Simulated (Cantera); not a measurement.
Feed: 1 mol Si₂H₆, 0.025 mol HCl, 16 mol N₂, 0.04 mol Cl₂, held at 652 °C and 0.100 bar.

Equilibrium computed with Cantera from the NASA thermochemical tables; the gas is ideal and each condensed phase is pure. Candidate condensed phases: NH₄Cl, Si, Si₃N₄; 28 gas species. The feed counts by its element totals alone. N₂ is the only nitrogen source here; it is nearly inert below about 1500 K, so the nitride shown seldom forms there in practice. Kinetics and transport are ignored.

Q: What is the equilibrium state?

A: 
- x(N₂) = 0.827
- x(H₂) = 0.167
- x(HCl) = 0.00592
- x(NH₃) = 6.17e-6
- n(Si₃N₄(s)) = 0.667 mol
- gas amount = 17.73 mol
- log10 activity of Si(s) (absent) = -7.52
